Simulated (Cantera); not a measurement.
A perfectly stirred reactor is fed with 27.0 % CH4, 73.0 % CO2, at 13300 Pa; it is held at 1648 K, and followed from long to short residence time.

Cantera simulation using GRI-Mech 3.0 (53 species, 325 reactions); the numbers are that mechanism's predictions, not measurements.

x: mole fraction; the columns are a selection and need not sum to one.

```
τ (s)     x CH4  x CO2      x O2     x OH   x HO2    x CH2  x H
------  -------  -----  --------  -------  ------  -------  ---
29      0.00614  0.153  5.55e-10  3.91e-6  <1e-12  3.36e-8  [?]
5.6      0.0143  0.196  4.93e-10  4.55e-6  <1e-12  9.63e-8  [?]
1.1      0.0316  0.291  4.51e-10  5.01e-6  <1e-12  2.15e-7  [?]
0.20     0.0876  0.468  2.30e-10  3.16e-6  <1e-12  2.62e-7  [?]
0.038     0.183  0.647  3.99e-11  1.06e-6  <1e-12  2.49e-7  [?]
0.0073    0.247  0.717  2.53e-12  2.55e-7  <1e-12  2.30e-7  [?]
0.0014    0.268  0.729    <1e-12  3.03e-8  <1e-12  6.01e-8  [?]
```

### Question
Fill in the missing entries.

### Answer

- 29, x H: 8.88e-5
- 5.6, x H: 7.59e-5
- 1.1, x H: 5.26e-5
- 0.20, x H: 3.38e-5
- 0.038, x H: 2.30e-5
- 0.0073, x H: 7.96e-6
- 0.0014, x H: 1.02e-6
